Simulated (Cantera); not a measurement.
A Cantera script and what it prints.

```python
import numpy as np
import cantera as ct

gas_names = """
    CL CL2 H HCL H2 Si SiCL SiCL2 SiCL3 SiCL4 SiH SiHCL3 SiH2 SiH2CL2 SiH3 SiH3CL SiH4 Si2 Si3
""".split()
cond_names = """
    Si(cr) Si(L)
""".split()


def load(file, names, dense=False):
    # The tables refer to 1 bar. Condensed volumes are neglected.
    table = {s.name: s for s in ct.Species.list_from_file(file)}
    out = []
    for n in names:
        d = dict(table[n].input_data)
        d["thermo"] = dict(d["thermo"], **{"reference-pressure": 1e5})
        if dense:
            d["equation-of-state"] = {"model": "constant-volume", "density": "1e6 g/cm^3"}
        out.append(ct.Species.from_dict(d))
    return out


gas = ct.Solution(thermo="ideal-gas", species=load("nasa_gas.yaml", gas_names))
cond = {s.name: ct.Solution(thermo="fixed-stoichiometry", species=[s], name=s.name)
        for s in load("nasa_condensed.yaml", cond_names, dense=True)}
atoms = {
    'SiH2Cl2': {'Si': 1, 'H': 2, 'CL': 2},
    'H2': {'H': 2},
}
top_T = {}  # K; cautious upper limits of use, not melting points


def equilibrate(T, P, feed):
    n = {}
    for name, mol in feed.items():
        for a, k in atoms[name].items():
            n[a] = n.get(a, 0.0) + k * mol
    gas.TPX = T, P, n
    mass = sum(n.values()) * gas.mean_molecular_weight
    gas.equilibrate("TP")
    valid = [c for c in cond.values() if c.min_temp <= T <= top_T.get(c.name, c.max_temp)]
    mix = ct.Mixture([(gas, mass / gas.mean_molecular_weight)] + [(c, 0.0) for c in valid])
    mix.T, mix.P = T, P
    mix.equilibrate("TP", solver="vcs", rtol=1e-11, max_steps=5000)
    return mix


results = []
T = 1550  # K
P = 420  # Pa
for m in [100, 140, 190, 250, 340, 450, 610]:
    feed = {'SiH2Cl2': 1, 'H2': m}  # mol
    mix = equilibrate(T, P, feed)
    results.append((T, P, feed, dict(zip(mix.species_names, mix.species_moles))))
    x = sorted(zip(gas.X, gas.species_names), reverse=True)
    print(f"T = {T:g} K  P = {P:g} Pa  n(H2) = {m:g} mol  gas = {mix.phase_moles(0):.4g} mol")
    print("   x: " + "  ".join(f"{s} {v:.3e}" for v, s in x if v > 0.001))
    print("   condensed (mol): " + ("  ".join(f"{mix.phase(i).name} {mix.phase_moles(i):.4g}"
          for i in range(1, mix.n_phases) if mix.phase_moles(i) > 1e-12) or "none"))
```

Result:

```
T = 1550 K  P = 420 Pa  n(H2) = 100 mol  gas = 102 mol
   x: H2 9.809e-01  HCL 1.750e-02  SiCL2 1.041e-03
   condensed (mol): Si(cr) 0.8919
T = 1550 K  P = 420 Pa  n(H2) = 140 mol  gas = 142 mol
   x: H2 9.860e-01  HCL 1.294e-02
   condensed (mol): Si(cr) 0.9173
T = 1550 K  P = 420 Pa  n(H2) = 190 mol  gas = 192 mol
   x: H2 9.894e-01  HCL 9.764e-03
   condensed (mol): Si(cr) 0.9355
T = 1550 K  P = 420 Pa  n(H2) = 250 mol  gas = 252.1 mol
   x: H2 9.918e-01  HCL 7.546e-03
   condensed (mol): Si(cr) 0.9482
T = 1550 K  P = 420 Pa  n(H2) = 340 mol  gas = 342.1 mol
   x: H2 9.938e-01  HCL 5.630e-03
   condensed (mol): Si(cr) 0.959
T = 1550 K  P = 420 Pa  n(H2) = 450 mol  gas = 452.1 mol
   x: H2 9.951e-01  HCL 4.297e-03
   condensed (mol): Si(cr) 0.9661
T = 1550 K  P = 420 Pa  n(H2) = 610 mol  gas = 612.2 mol
   x: H2 9.963e-01  HCL 3.197e-03
   condensed (mol): Si(cr) 0.9712
```

Cantera equilibrium calculation (NASA polynomials, part measured and part estimated; ideal gas, pure solids and liquids).
